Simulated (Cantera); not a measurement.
A Cantera script and what it prints.

```python
import numpy as np
import cantera as ct

gas_names = """
    H HO2 H2 H2O H2O2 H2S H2SO4 O OH O2 O3 S SH SO SO2 SO3 S2 S2O S8
""".split()
cond_names = """
    H2O(s) H2O(L) H2SO4(L) S(cr1) S(cr2) S(L)
""".split()


# ... load() reads the species with a 1 bar reference pressure and builds the phases ...
atoms = {
    'S': {'S': 1},
    'H2O': {'H': 2, 'O': 1},
    'O2': {'O': 2},
}
top_T = {}  # K; cautious upper limits of use, not melting points


# ... equilibrate(T, P, feed) seeds the gas with the atoms and calls Mixture.equilibrate('TP', solver="vcs", rtol=1e-11, max_steps=5000) ...
results = []
T = 1198  # K
P = 100000  # Pa
for m in [0.042, 0.12, 0.2, 0.28, 0.35, 0.43, 0.51, 0.59, 0.67, 0.74, 0.82]:
    feed = {'S': 1, 'H2O': m, 'O2': 0.071}  # mol
    mix = equilibrate(T, P, feed)
    results.append((T, P, feed, dict(zip(mix.species_names, mix.species_moles))))

top = {s: max(r[3][s] / sum(r[3][g] for g in gas_names) for r in results) for s in gas_names}
cols = sorted((s for s in top if top[s] > 1e-06), key=lambda s: -top[s])[:6]
seen = [c for c in cond_names if any(r[3].get(c, 0) > 1e-12 for r in results)]
print("log10 of partial pressures in bar; condensed amounts in mol")
print(f"{'n(H2O)':>10s}" + "".join(f"{s[:9]:>10s}" for s in cols + seen))
for T, P, feed, n in results:
    ng = sum(n[g] for g in gas_names)
    print(f"{feed['H2O']:10.4g}" + "".join(f"{np.log10(max(n[s] / ng * P / 1e5, 1e-99)):10.3f}" for s in cols)
          + "".join(f"{n.get(c, 0):10.4g}" for c in seen))
```

Result:

```
log10 of partial pressures in bar; condensed amounts in mol
    n(H2O)        S2       H2O       SO2       H2S       S2O        H2
     0.042    -0.108    -1.346    -0.885    -1.569    -1.791    -2.870
      0.12    -0.179    -0.919    -0.867    -1.204    -1.835    -2.470
       0.2    -0.244    -0.728    -0.861    -1.065    -1.881    -2.298
      0.28    -0.303    -0.612    -0.862    -0.992    -1.926    -2.196
      0.35    -0.351    -0.540    -0.866    -0.955    -1.964    -2.134
      0.43    -0.401    -0.479    -0.873    -0.927    -2.005    -2.082
      0.51    -0.448    -0.431    -0.881    -0.910    -2.044    -2.041
      0.59    -0.492    -0.393    -0.891    -0.900    -2.082    -2.009
      0.67    -0.533    -0.361    -0.900    -0.895    -2.117    -1.983
      0.74    -0.567    -0.338    -0.909    -0.893    -2.147    -1.964
      0.82    -0.604    -0.315    -0.919    -0.892    -2.180    -1.945
```

These are equilibrium values from Cantera (NASA tables, ideal gas, pure condensed phases), not measurements of a reactor. Gases not in the tables: S3 to S7.
